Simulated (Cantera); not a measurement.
A closed system holds: 1 mol Cu, 0.45 mol F2, 0.53 mol N2, at 627 °C and 1330 Pa.

Equilibrium computed with Cantera from the NASA thermochemical tables; the gas is ideal and each condensed phase is pure. Candidate condensed phases: Cu, CuF2; 11 gas species. Rates play no part.

Base state: N2 1.000, CuF 3.67e-5, CuF2 3.00e-5 (mole fractions); condensed: Cu(s) + CuF2(s).

### Question
What changes in the equilibrium state with this change: 0.0041 mol H2 added?

### Answer
```json
[
 {"species": "N2", "before": "1.000", "after": "0.985"},
 {"species": "HF", "before": "0", "after": "0.0152"},
 {"species": "CuF", "before": "3.67e-5", "after": "3.67e-5"},
 {"species": "CuF2", "before": "3.00e-5", "after": "3.00e-5"},
 {"species": "Cu(s), mol", "before": "0.550", "after": "0.554"},
 {"species": "CuF2(s), mol", "before": "0.450", "after": "0.446"}
]
```

### Question
What changes in the equilibrium state with this change: temperature from 627 °C to 1052 °C?

### Answer
```
species        before    after
------------  -------  -------
N2              1.000    0.430
CuF           3.67e-5    0.410
CuF2          3.00e-5    0.160
Cu              <1e-9  2.11e-5
Cu(s), mol      0.550    0.297
CuF2(s), mol    0.450        0
```

### Question
What changes in the equilibrium state with this change: pressure from 1330 Pa to 2.00 Pa?

### Answer
```tsv
species	before	after
N2	1.000	0.956
CuF	3.67e-5	0.0245
CuF2	3.00e-5	0.0200
Cu(s), mol	0.550	0.543
CuF2(s), mol	0.450	0.432
```
